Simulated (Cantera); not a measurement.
An isothermal, constant-pressure homogeneous reactor starts with 32.3 % N2O, 67.7 % N2, at 1250 K and 0.640 bar.

Detailed kinetics in Cantera: GRI-Mech 3.0 (53 species, 325 reactions). GRI-Mech 3.0 was tuned for natural gas; its chemistry of N2O as a main component is partial and can be far from experiment. The mechanism lacks the step 2 NO + O2 → 2 NO2, which can matter for NO2 below about 1400 K. The temperature is held fixed by assumption; the heat of reaction is taken as removed at once.

x: mole fraction; the columns are a selection and need not sum to one.

| t (s) | x N2O | x O | x NO | x NO2 | x N2 |
|---|---|---|---|---|---|
| 2.00e-6 | 0.323 | 2.93e-7 | 3.07e-9 | <1e-12 | 0.677 |
| 1.03e-5 | 0.323 | (withheld) | (withheld) | <1e-12 | 0.677 |
| 5.32e-5 | 0.323 | 3.30e-6 | 1.21e-6 | 1.23e-11 | 0.677 |
| 0.000274 | 0.322 | 3.72e-6 | 9.59e-6 | 7.64e-10 | 0.677 |
| 0.00141 | 0.322 | 3.72e-6 | (withheld) | (withheld) | 0.678 |
| 0.00729 | 0.320 | 3.71e-6 | 0.000277 | 5.17e-7 | 0.679 |
| 0.0376 | 0.310 | 3.68e-6 | 0.00140 | 6.70e-6 | 0.684 |
| 0.194 | 0.262 | 3.49e-6 | 0.00640 | 3.96e-5 | 0.709 |
| 1.00 | 0.123 | 2.59e-6 | 0.0200 | 0.000129 | 0.781 |

Task: What belongs in the gaps?

Result: 
- 1.03e-5, x O: 1.28e-6
- 1.03e-5, x NO: 7.31e-8
- 0.00141, x NO: 5.33e-5
- 0.00141, x NO2: 2.28e-8
